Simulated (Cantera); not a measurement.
Cantera run:

```python
import numpy as np
import cantera as ct

gas_names = [...]  # 110 gases of nasa_gas.yaml made of C, H, O
cond_names = """
    C(gr) C6H6(L) C7H8(L) C8H18(L),n-octa H2O(s) H2O(L)
""".split()


# ... load() reads the species with a 1 bar reference pressure and builds the phases ...
atoms = {
    'C3H6': {'C': 3, 'H': 6},
    'CO2': {'C': 1, 'O': 2},
    'H2': {'H': 2},
}
top_T = {'C(gr)': 4500}  # K; cautious upper limits of use, not melting points


# ... equilibrate(T, P, feed) seeds the gas with the atoms and calls Mixture.equilibrate('TP', solver="vcs", rtol=1e-11, max_steps=5000) ...
results = []
feed = {'C3H6': 1, 'CO2': 0.17, 'H2': 0.88}  # mol
T = 1725  # K
P = 1000  # Pa
mix = equilibrate(T, P, feed)
results.append((T, P, feed, dict(zip(mix.species_names, mix.species_moles))))
print(gas.report(threshold=0.001))
for i in range(1, mix.n_phases):
    print(f"{mix.phase(i).name:16s} {mix.phase_moles(i):12.5e} mol")
```

Output:

```
       temperature   1725 K
          pressure   1000 Pa
           density   0.00028648 kg/m^3
  mean mol. weight   4.1088 kg/kmol
   phase of matter   gas

                          1 kg             1 kmol
                     ---------------   ---------------
          enthalpy        8.6275e+06        3.5449e+07  J
   internal energy        5.1369e+06        2.1106e+07  J
           entropy             55926        2.2979e+05  J/K
    Gibbs function       -8.7844e+07       -3.6094e+08  J
 heat capacity c_p            8131.2             33410  J/K
 heat capacity c_v            6107.7             25095  J/K

                      mass frac. Y      mole frac. X     chem. pot. / RT
                     ---------------   ---------------   ---------------
                CO           0.54875          0.080497            -42.04
                 H        0.00043646         0.0017791           -11.855
                H2           0.45024           0.91763           -23.711
     [ +107 minor]        0.00057158        9.3649e-05

C(gr)             2.82925e+00 mol
```

These are equilibrium values from Cantera (NASA tables, ideal gas, pure condensed phases), not measurements of a reactor.
